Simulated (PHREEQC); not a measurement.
Make-up at 80 °C: 0.25 mol/kgw Cd(NO3)2. It is in equilibrium with CO2 at log p = -3.4 (atm). Otherwise closed; pH follows from the charge balance.

All values are PHREEQC results (ion-association model, phreeqc.dat), not measurements.

Each row changes one thing in this solution. No solid was allowed to form.

| case | pH | ionic strength (mol/kgw) | CO2 (mol/kgw) | HCO3- (mol/kgw) |
|---|---|---|---|---|
| as made | 4.62 | 0.719 | 4.26e-6 | 1.48e-7 |
| Cd(NO3)2 replaced by Sr(NO3)2 at the same molality | … | 0.750 | … | 8.78e-7 |
| temperature from 80 to 25 °C | 5.21 | 0.643 | 1.17e-5 | … |
| Cd(NO3)2 from 0.25 to 0.125 mol/kgw | 4.85 | 0.367 | 4.62e-6 | 2.37e-7 |
| diluted 10-fold with water | 5.24 | 0.0744 | 4.94e-6 | 5.12e-7 |
| diluted 2-fold with water | 4.85 | 0.367 | 4.62e-6 | 2.37e-7 |
| 0.004 mol/kgw NaHCO3 added | 6.73 | 0.722 | 4.26e-6 | 1.90e-5 |
| temperature from 80 to 70 °C | 4.73 | 0.712 | 4.82e-6 | 2.26e-7 |

Question: What belongs in the gaps?

Answer: 
- Cd(NO3)2 replaced by Sr(NO3)2 at the same molality, pH: 5.39
- Cd(NO3)2 replaced by Sr(NO3)2 at the same molality, CO2 (mol/kgw): 4.23e-6
- temperature from 80 to 25 °C, HCO3- (mol/kgw): 1.41e-6

The ionic strength passes 0.7 mol/kgw, the rough limit of the ion-association models, in as made; Cd(NO3)2 replaced by Sr(NO3)2 at the same molality; 0.004 mol/kgw NaHCO3 added; temperature from 80 to 70 °C. Some of these states are supersaturated (in Otavite, for instance). Away from 25 °C the constants follow the database's enthalpies or fits; those with neither stay at their 25 °C values.
